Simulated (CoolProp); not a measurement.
A closed Brayton cycle with carbon dioxide: compressor inlet 329.15 K and 8.5 MPa, high pressure 20.7 MPa, turbine inlet 635 K, compressor efficiency 0.85, turbine efficiency 0.9, recuperator effectiveness 0.8 (on enthalpy, no pinch check). Each further row changes one setting.

Computed with CoolProp (reference Helmholtz-energy equation of state, Span 1996).

```csv
case,thermal efficiency (%),net work (kJ/kg),compressor to turbine work,compressor exit (K),turbine exit (K)
as stated,21.2,39.6,0.54,404.8,542.5
turbine inlet 585 K,18.3,30.6,0.60,404.8,496.0
compressor inlet 339.15 K,19.5,34.1,0.60,419.8,542.5
high pressure 17.6 MPa,20.4,35.0,0.51,390.7,559.2
recuperator effectiveness 0.5,16.9,39.6,0.54,404.8,542.5
```
